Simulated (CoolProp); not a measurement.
Vapour-liquid equilibrium of R1234ze(E) (1) + n-pentane (2) at 405 kPa; x and y are mole fractions of (1).

Values from CoolProp's multi-fluid Helmholtz-energy mixture model, Thol 2016 and Thol 2019; pair parameters Bell 2016.

Q: Give the bubble temperature and the first vapour's composition at x = 0.05, 0.45, 0.55. Is there an azeotrope?

A: x = 0.05: 69.2 °C, y = 0.321; x = 0.45: 28.7 °C, y = 0.853; x = 0.55: 26.1 °C, y = 0.877. No azeotrope shows between x = 0.05 and 0.95.

Pair parameters are fitted to limited data, so mixtures are less certain than the pure fluids.
